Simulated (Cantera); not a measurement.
A jet of CH4 : O2 : N2 = 0.013 : 0.086 : 0.79 (molar parts) at 300 K and 0.0553 atm hits a platinum plate 3.7 cm away at a mass flux of 0.14 kg/m²/s; the plate temperature is set and raised in steps from an oxygen-covered start.

Model: Deutschmann's 1995 Pt surface mechanism with GRI-Mech 3.0 gas chemistry, integrated in Cantera. Catalytic surfaces can have several steady states; this one follows from the mechanism file's or the stated starting coverage.

x: mole fraction at the wall; θ: surface coverage.

```
plate T (K)  wall x CH4  wall x O2  wall x H2O  wall x OH  wall x CO  wall x CO2  θ free Pt   θ O*
-----------  ----------  ---------  ----------  ---------  ---------  ----------  ---------  -----
850              0.0130     0.0933     0.00300      <1e-8          ?     0.00195      0.167  0.832
900              0.0116     0.0904     0.00559    1.79e-8          ?     0.00365      0.234  0.765
950              0.0100     0.0869     0.00858    6.07e-8          ?     0.00561      0.305  0.694
1000            0.00845     0.0836      0.0115    1.73e-7          ?     0.00751      0.378  0.621
1050            0.00710     0.0808      0.0139    4.33e-7          ?     0.00914      0.450  0.550
1100            0.00601     0.0785      0.0159    9.67e-7          ?      0.0105      0.519  0.480
```

Task: Complete the blanks.

Result: 
- 850, wall x CO: 3.73e-6
- 900, wall x CO: 4.80e-6
- 950, wall x CO: 5.72e-6
- 1000, wall x CO: 6.58e-6
- 1050, wall x CO: 7.42e-6
- 1100, wall x CO: 8.35e-6
